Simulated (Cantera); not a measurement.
A closed system holds: 1 mol SiH4, 0.24 mol N2O, a varied amount of N2, held at 1450 °C and 0.000890 bar.

Equilibrium computed with Cantera from the NASA thermochemical tables; the gas is ideal and each condensed phase is pure. Candidate condensed phases: H2O, Si, SiO2, Si2N2O, Si3N4; 35 gas species. The tables' values for SiN are old estimates; treat these amounts as uncertain. Rates play no part.

x: gas mole fraction; n: condensed amount in mol.

```json
[
 {"n(N2) (mol)": "5.8", "x N2": "0.728", "x H2": "0.239", "x SiO": "0.0289", "x H": "0.00299", "x Si": "0.00110", "x Si2N": "2.77e-5", "x SiH": "2.32e-5", "n Si(l)": "0.750"},
 {"n(N2) (mol)": "8", "x N2": "0.784", "x H2": "0.189", "x SiO": "0.0228", "x H": "0.00266", "x Si": "0.00110", "x Si2N": "2.88e-5", "x SiH": "2.06e-5", "n Si(l)": "0.747"},
 {"n(N2) (mol)": "11", "x N2": "0.832", "x H2": "___", "x SiO": "___", "x H": "___", "x Si": "0.00110", "x Si2N": "2.97e-5", "x SiH": "___", "n Si(l)": "0.744"},
 {"n(N2) (mol)": "16", "x N2": "0.877", "x H2": "0.107", "x SiO": "0.0130", "x H": "0.00200", "x Si": "0.00110", "x Si2N": "3.05e-5", "x SiH": "1.55e-5", "n Si(l)": "0.738"},
 {"n(N2) (mol)": "22", "x N2": "0.907", "x H2": "0.0807", "x SiO": "0.00978", "x H": "0.00174", "x Si": "0.00110", "x Si2N": "3.10e-5", "x SiH": "1.35e-5", "n Si(l)": "0.730"},
 {"n(N2) (mol)": "30", "x N2": "0.929", "x H2": "0.0607", "x SiO": "0.00738", "x H": "0.00151", "x Si": "0.00110", "x Si2N": "3.13e-5", "x SiH": "1.17e-5", "n Si(l)": "0.721"},
 {"n(N2) (mol)": "42", "x N2": "0.948", "x H2": "0.0442", "x SiO": "0.00539", "x H": "0.00129", "x Si": "0.00110", "x Si2N": "3.17e-5", "x SiH": "9.97e-6", "n Si(l)": "0.706"},
 {"n(N2) (mol)": "59", "x N2": "0.962", "x H2": "___", "x SiO": "___", "x H": "___", "x Si": "0.00110", "x Si2N": "3.19e-5", "x SiH": "___", "n Si(l)": "0.685"},
 {"n(N2) (mol)": "82", "x N2": "0.972", "x H2": "0.0232", "x SiO": "0.00284", "x H": "0.000930", "x Si": "0.00110", "x Si2N": "3.21e-5", "x SiH": "7.22e-6", "n Si(l)": "0.658"},
 {"n(N2) (mol)": "110", "x N2": "0.979", "x H2": "0.0173", "x SiO": "0.00213", "x H": "0.000805", "x Si": "0.00110", "x Si2N": "3.22e-5", "x SiH": "6.24e-6", "n Si(l)": "0.624"}
]
```

Complete the blanks.


- 59, x H2: 0.0319
- 59, x SiO: 0.00390
- 59, x H: 0.00109
- 59, x SiH: 8.47e-6
- 11, x H2: 0.147
- 11, x SiO: 0.0178
- 11, x H: 0.00234
- 11, x SiH: 1.82e-5
